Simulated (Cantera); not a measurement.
A perfectly stirred reactor is fed with H2 : O2 : N2 = 1 : 0.82 : 3.08 (molar parts), equivalence ratio 0.61, at 1800 Torr; it is adiabatic with a 598 K inlet, and is followed from long to short residence time, starting on the burning branch (τ in s: 0.066, 0.022, 0.0072, 0.0024, 0.0008, 0.00026, 8.8e-05, 2.9e-05, 9.6e-06, 3.2e-06).

Cantera simulation using GRI-Mech 3.0 (53 species, 325 reactions); the numbers are that mechanism's predictions, not measurements. The hydrogen kinetics of GRI-Mech 3.0 are dated; newer H2 mechanisms differ, most at raised pressure.

One state of this run: T (K) = 2050; x H2 = 0.00277; x O2 = 0.0712; x H2O2 = 5.31e-7; x O = 0.00175; x NO2 = 6.43e-8; x H2O = 0.219. x: mole fraction; the columns are a selection and need not sum to one.

### Question
Which value of τ (s) does it belong to?
A) 0.00080
B) 0.066
C) 0.00026
D) 0.0024

### Answer
A, 0.00080
